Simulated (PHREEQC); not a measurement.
Dissolve 2.4 mmol/kgw HF, 1.1 mmol/kgw Na2SO4 and 0.35 mmol/kgw NaCl at 25 °C and 100 atm. Closed to the air; pH follows from the charge balance.

The numbers come from PHREEQC with the ion-association model, phreeqc.dat.

Task: The ionic strength comes out as 0.00457 mol/kgw. What activity coefficients do Na+, Cl-, SO4-2, HF2-, F- get?

Result: Na+ 0.93, Cl- 0.93, SO4-2 0.75, HF2- 0.93, F- 0.93.

Precipitation was switched off in this run. Under pressure, the constants of complexes without a molar volume in the database are unreliable.
